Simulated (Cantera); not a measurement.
A closed system holds: 1 mol SiH2Cl2, 0.1 mol HCl, 13 mol N2, at 725 °C and 38000 Pa.

Cantera equilibrium calculation (NASA polynomials, part measured and part estimated; ideal gas, pure solids and liquids). Candidate condensed phases: NH4Cl, Si, Si3N4; 28 gas species. N2 is the only nitrogen source here; it is nearly inert below about 1500 K, so the nitride shown seldom forms there in practice. Equilibrium is a limit: real reactors are often held back by kinetics, nucleation or transport.

Base state: N2 0.869, HCl 0.0863, H2 0.0299, SiCl4 0.0149, SiHCl3 3.59e-5 (mole fractions); condensed: Si3N4(s).

Q: What changes in the equilibrium state with this change: HCl from 0.1 to 3.6 mol?

A: 
```csv
species,before,after
N2,0.869,0.721
HCl,0.0863,0.166
H2,0.0299,0.0748
SiCl4,0.0149,0.0374
SiHCl3,3.59e-5,0.000116
SiCl3,5.71e-6,1.17e-5
"Si3N4(s), mol",0.262,0.112
```
The tables' values for SiCl3 are old estimates; treat these amounts as uncertain.
